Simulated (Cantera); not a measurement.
A closed system holds: 1 mol SiF₄, 2 mol NH₃, 1.4 mol H₂, at 1075 °C and 1330 Pa.

These are equilibrium values from Cantera (NASA tables, ideal gas, pure condensed phases), not measurements of a reactor. Candidate condensed phases: Si, Si₃N₄; 37 gas species. The tables' values for SiF₃, SiF₂ are old estimates; treat these amounts as uncertain. Rates play no part.

Base state: H₂ 0.681, N₂ 0.156, SiF₄ 0.149, HF 0.00726, SiF₃ 0.00495, SiHF₃ 0.00203, SiF₂ 0.000126, H 1.66e-5 (mole fractions); condensed: gas only.

Task: What changes in the equilibrium state with this change: SiF₄ replaced by SiH₄?

Result: 
```
species          before    after
-------------  --------  -------
H₂                0.681    0.950
N₂                0.156   0.0495
H               1.66e-5  1.96e-5
SiF₄              0.149        0
HF              0.00726        0
SiF₃            0.00495        0
SiHF₃           0.00203        0
SiF₂           0.000126        0
SiH₂F₂          1.31e-5        0
Si₃N₄(s), mol         0    0.333
```
